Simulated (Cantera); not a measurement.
Equilibrium for silicon nitride deposition: SiF4 + NH3

Input: 1 mol SiF4, a varied amount of NH3, at 0.370 bar.

These are equilibrium values from Cantera (NASA tables, ideal gas, pure condensed phases), not measurements of a reactor. Candidate condensed phases: Si, Si3N4; 37 gas species. The tables' values for SiF2, SiF3 are old estimates. Rates play no part.

Map the stable condensed phases over T = 1148, 1173, 1198, 1223, 1248, 1273, 1298, 1323, 1348, 1373, 1398 K and n(NH3) in mol = 0.41, 0.57, 0.8, 1.1, 1.6, 2.2, 3, 4.2, 5.9, 8.2.


```
T in K \ n(NH3) in mol
         0.41 0.57  0.8  1.1  1.6  2.2    3  4.2  5.9  8.2
   1398     A    A    A    A    A    A    A    B    B    B
   1373     A    A    A    A    A    A    A    B    B    B
   1348     A    A    A    A    A    A    A    B    B    B
   1323     A    A    A    A    A    A    B    B    B    B
   1298     A    A    A    A    A    A    B    B    B    B
   1273     A    A    A    A    A    A    B    B    B    B
   1248     A    A    A    A    A    B    B    B    B    B
   1223     A    A    A    A    A    B    B    B    B    B
   1198     A    A    A    A    A    B    B    B    B    B
   1173     A    A    A    A    A    B    B    B    B    B
   1148     A    A    A    A    A    B    B    B    B    B
```
A: gas only; B: Si3N4.
